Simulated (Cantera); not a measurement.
Low-pressure radical oxidation in H2/O2

An isothermal, constant-pressure homogeneous reactor starts with H₂ : O₂ = 0.0053 : 1 (molar parts), equivalence ratio 0.0027, at 900 K and 4.80 Torr.

Computed with Cantera and the H2/O2 subset of GRI-Mech 3.0, which has no nitrogen chemistry. Radical loss at walls, strong at low pressure, is not modelled. Below about 950 K walls govern HO2 and H2O2 in real vessels.

| t (s) | x H₂ | x O₂ | x H₂O | x O | x HO₂ | x H₂O₂ |
|---|---|---|---|---|---|---|
| 0.000200 | 0.00527 | 0.995 | <1e-12 | <1e-12 | <1e-12 | <1e-12 |
| 0.000752 | 0.00527 | 0.995 | <1e-12 | <1e-12 | <1e-12 | <1e-12 |
| 0.00283 | 0.00527 | 0.995 | 1.18e-12 | 3.25e-12 | 3.36e-12 | <1e-12 |
| 0.0106 | 0.00527 | 0.995 | 3.04e-11 | 3.63e-11 | 1.32e-11 | <1e-12 |
| 0.0399 | 0.00527 | 0.995 | 6.74e-9 | 5.90e-9 | 1.94e-10 | <1e-12 |
| 0.150 | 0.000947 | 0.992 | 0.00386 | 0.00220 | 2.24e-6 | 4.49e-8 |
| 0.565 | 6.93e-6 | 0.994 | 0.00524 | 0.000742 | 5.70e-7 | 4.23e-9 |
| 2.12 | 8.09e-7 | 0.995 | 0.00527 | 0.000107 | 2.03e-7 | 3.31e-9 |
| 7.98 | 6.71e-8 | 0.995 | 0.00528 | 1.02e-5 | 4.89e-8 | 2.03e-9 |
| 30.0 | 5.19e-9 | 0.995 | 0.00529 | 9.71e-7 | 8.50e-9 | 7.98e-10 |
x: mole fraction; the columns are a selection and need not sum to one.

Equilibrium at this temperature and pressure: H₂ <1e-12, O₂ 0.995, H₂O 0.00529, O 6.76e-11, HO₂ 3.29e-11, H₂O₂ <1e-12 (gas phase only).
